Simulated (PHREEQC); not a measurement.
Synthetic water in mg/kgw, 25 °C, pH 6.36, pe 12.6:

```csv
constituent,mg/kgw
Na,58.3
K,0.0384
Ca,310
Mg,35.7
Cl,251
S(6) as SO4,143
Alkalinity as HCO3,610
O(0) (dissolved oxygen),0.232
N(5) as NO3,9.91
```

Cl is adjusted to close the charge balance.
Valence states are taken as typed.

The numbers come from PHREEQC with the ion-association model, phreeqc.dat.

Precipitation was switched off in this run.

Problem. Order these S species by the share of S that they hold, largest first: CaSO4, SO4-2, MgSO4, NaSO4-.

Solution. SO4-2 (69 %), CaSO4 (24 %), MgSO4 (6.1 %), NaSO4- (0.46 %)

Problem. Order these Ca species by the share of Ca that they hold, largest first: CaHCO3+, Ca+2, CaSO4.

Solution. Ca+2 (89 %), CaHCO3+ (5.8 %), CaSO4 (4.7 %)

The pH is 6.36 and the ionic strength 0.0287 mol/kgw.
